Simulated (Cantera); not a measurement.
**Transport properties of process gases**

Gas mixture: 11.6 % H2O, 36.5 % CO2, 26.2 % C2H6, 25.8 % C2H2, at 1.01 bar, frozen composition.

Cantera's kinetic-theory transport with the Lennard-Jones parameters of GRI-Mech 3.0, ideal gas; thermal conductivity in the multicomponent form. Polar gases are described roughly by these parameters. The composition is frozen, though it would react at the higher temperatures.

```json
[
 {"T (K)": "400", "ρ (kg/m³)": "0.997", "cp (J/kg/K)": "1498", "μ (µPa s)": "15.7", "λ (mW/m/K)": "32.1", "Pr": "0.734", "D (cm²/s) H": "1.62", "D (cm²/s) CO2": "0.210", "D (cm²/s) OH": "0.422"},
 {"T (K)": "500", "ρ (kg/m³)": "0.797", "cp (J/kg/K)": "1675", "μ (µPa s)": "19.1", "λ (mW/m/K)": "43.5", "Pr": "0.737", "D (cm²/s) H": "2.42", "D (cm²/s) CO2": "0.318", "D (cm²/s) OH": "0.625"},
 {"T (K)": "600", "ρ (kg/m³)": "0.665", "cp (J/kg/K)": "1829", "μ (µPa s)": "22.3", "λ (mW/m/K)": "55.1", "Pr": "0.739", "D (cm²/s) H": "3.35", "D (cm²/s) CO2": "0.445", "D (cm²/s) OH": "0.858"},
 {"T (K)": "700", "ρ (kg/m³)": "0.570", "cp (J/kg/K)": "1961", "μ (µPa s)": "25.2", "λ (mW/m/K)": "66.7", "Pr": "0.741", "D (cm²/s) H": "4.39", "D (cm²/s) CO2": "0.587", "D (cm²/s) OH": "1.12"},
 {"T (K)": "800", "ρ (kg/m³)": "0.498", "cp (J/kg/K)": "2074", "μ (µPa s)": "28.0", "λ (mW/m/K)": "78.1", "Pr": "0.742", "D (cm²/s) H": "5.53", "D (cm²/s) CO2": "0.744", "D (cm²/s) OH": "1.40"},
 {"T (K)": "900", "ρ (kg/m³)": "0.443", "cp (J/kg/K)": "2173", "μ (µPa s)": "30.6", "λ (mW/m/K)": "89.4", "Pr": "0.743", "D (cm²/s) H": "6.77", "D (cm²/s) CO2": "0.915", "D (cm²/s) OH": "1.71"},
 {"T (K)": "1000", "ρ (kg/m³)": "0.399", "cp (J/kg/K)": "2268", "μ (µPa s)": "33.0", "λ (mW/m/K)": "101", "Pr": "0.743", "D (cm²/s) H": "8.11", "D (cm²/s) CO2": "1.10", "D (cm²/s) OH": "2.05"},
 {"T (K)": "1100", "ρ (kg/m³)": "0.362", "cp (J/kg/K)": "2347", "μ (µPa s)": "35.4", "λ (mW/m/K)": "112", "Pr": "0.744", "D (cm²/s) H": "9.53", "D (cm²/s) CO2": "1.30", "D (cm²/s) OH": "2.40"},
 {"T (K)": "1200", "ρ (kg/m³)": "0.332", "cp (J/kg/K)": "2417", "μ (µPa s)": "37.7", "λ (mW/m/K)": "123", "Pr": "0.744", "D (cm²/s) H": "11.0", "D (cm²/s) CO2": "1.50", "D (cm²/s) OH": "2.78"}
]
```
D: mixture-averaged diffusion coefficient of that species in the mixture.
